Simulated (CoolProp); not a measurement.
Properties of CH2F2 (R32) at several states (Tc = 78.1 °C, pc = 57.83 bar, ω = 0.277).

Values from CoolProp's reference Helmholtz-energy equation of state, Tillner-Roth 1997.

```
T (°C)  p (bar)          phase  cv (kJ/(kg K))  conductivity (mW/(m K))  fugacity coefficient
------  -------  -------------  --------------  -----------------------  --------------------
13.25       267         liquid             ___                      162               0.06425
71.05     0.738            gas             ___                      ___                0.9947
142.45     82.5  supercritical             ___                      ___                0.7298
83.95        91  supercritical           1.048                      ___                0.4714
```

Q: Fill in the missing entries.

A: 
- 13.25, cv (kJ/(kg K)): 0.9471
- 71.05, cv (kJ/(kg K)): 0.7404
- 71.05, conductivity (mW/(m K)): 17.4
- 142.45, cv (kJ/(kg K)): 1.021
- 142.45, conductivity (mW/(m K)): 39.4
- 83.95, conductivity (mW/(m K)): 91.6

Thermal conductivity comes from a separate model (Huber 2003), an estimate that may be off by 10 % or more.
